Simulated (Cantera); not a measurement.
Mixture: CO : H2 : CH4 : O2 : N2 : H2O = 1 : 0.078 : 0.3 : 2.23 : 11.8 : 3.3 (molar parts), equivalence ratio 0.51, at 1.00 atm, adiabatic and at constant pressure. Ignition delay is the time to a rise of 400 K.

Detailed kinetics in Cantera: GRI-Mech 3.0 (53 species, 325 reactions). Where the delays flatten at high temperature, the 400 K rule measures the pace of heat release, not the induction time.

Problem. What does this change do: H2O 3.3 to 4.4 parts?

Solution. 
| quantity | before | after |
|---|---|---|
| delay at 1298 K | 1.48 ms | 1.59 ms |
| delay at 1348 K | 1.02 ms | 1.09 ms |
| delay at 1398 K | 0.729 ms | 0.779 ms |
| delay at 1448 K | 0.537 ms | 0.573 ms |
| delay at 1498 K | 0.409 ms | 0.435 ms |
| delay at 1548 K | 0.321 ms | 0.341 ms |
| delay at 1598 K | 0.260 ms | 0.276 ms |
| apparent activation energy between 1498 and 1598 K | 90 kJ/mol | 90 kJ/mol |
